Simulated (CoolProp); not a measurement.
Properties of R123 at several states.

The numbers come from the reference Helmholtz-energy equation of state, Younglove 1994 in CoolProp. It is a modified Benedict-Webb-Rubin equation, recast in Helmholtz form.

| T (K) | p (MPa) | phase | cp (kJ/(kg K)) | speed of sound (m/s) | viscosity (µPa s) | conductivity (mW/(m K)) |
|---|---|---|---|---|---|---|
| 398.8 | 7.28 | liquid | 1.137 | 421.1 | 172 | 57.0 |
| 254.5 | 0.0115 | gas | 0.6189 | 122.4 | 9.14 | 6.69 |
| 177.7 | 1.4 | liquid | 0.9244 | 1197 | 3250 | 112 |
| 251 | 0.0152 | liquid | 0.9659 | 890.2 | 758 | 90.5 |
| 495.9 | 0.627 | gas | 0.8843 | 163.2 | 17.2 | 21.0 |

Viscosity comes from a separate model (Tanaka 1996). Thermal conductivity comes from a separate model (Laesecke 1996).
